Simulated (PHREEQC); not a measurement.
Consider water at 25 °C with 0.63 mol K2CO3 per kg of water. Closed to the air; pH follows from the charge balance.

The numbers come from PHREEQC with the ion-association model, phreeqc.dat.

Each row changes one thing in this solution. No solid was allowed to form.

```json
[
 {"case": "as made", "pH": "11.62", "ionic strength (mol/kgw)": "1.88"},
 {"case": "K2CO3 replaced by KNO3 at the same molality", "pH": "6.96", "ionic strength (mol/kgw)": "0.630"},
 {"case": "K2CO3 from 0.63 to 0.945 mol/kgw", "pH": "11.69", "ionic strength (mol/kgw)": "2.83"},
 {"case": "K2CO3 from 0.63 to 0.315 mol/kgw", "pH": "11.52", "ionic strength (mol/kgw)": "0.939"},
 {"case": "diluted 5-fold with water", "pH": "11.39", "ionic strength (mol/kgw)": "0.374"}
]
```

The ionic strength passes 0.7 mol/kgw, the rough limit of the ion-association models, in as made; K2CO3 from 0.63 to 0.945 mol/kgw; K2CO3 from 0.63 to 0.315 mol/kgw.
